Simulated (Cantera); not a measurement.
Feed: 1 mol B, 9.6 mol N₂, 1.8 mol H₂, 0.38 mol O₂, held at 1.00 bar.

Cantera equilibrium calculation (NASA polynomials, part measured and part estimated; ideal gas, pure solids and liquids). Candidate condensed phases: B, BN, B₂O₃, B₃O₃H₃, H₂O; 39 gas species. Mutual solubility and eutectic melting of coexisting phases are not modelled. Gases not in the tables: H₃BO₃. Equilibrium is a limit: real reactors are often held back by kinetics, nucleation or transport.

Problem. At 1523 K, list the 4 most abundant gas species with their mole fractions, and the condensed phases.

Solution. N₂ 0.838, H₂ 0.160, H₂O 0.00116, HBO₂ 0.00101. Condensed: BN(s) + B₂O₃(l).
